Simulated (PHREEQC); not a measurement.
Solution (20 °C): 0.00029 mol/kgw H2S and 0.00097 mol/kgw ZnCl2. Closed to the air; pH follows from the charge balance.

Model: ion-association model, wateq4f.dat, run in PHREEQC.

Task: The ionic strength comes out as 0.00278 mol/kgw. What activity coefficients do Zn+2, H+, Cl-, ZnCl+ get?

Result: Zn+2 0.80, H+ 0.95, Cl- 0.94, ZnCl+ 0.94.

Precipitation was switched off in this run. Saturation is exceeded, for instance for ZnS(a), Sphalerite (slow to form); the values hold only as long as no solid forms. The polysulfide entries of wateq4f.dat were taken out for this run.
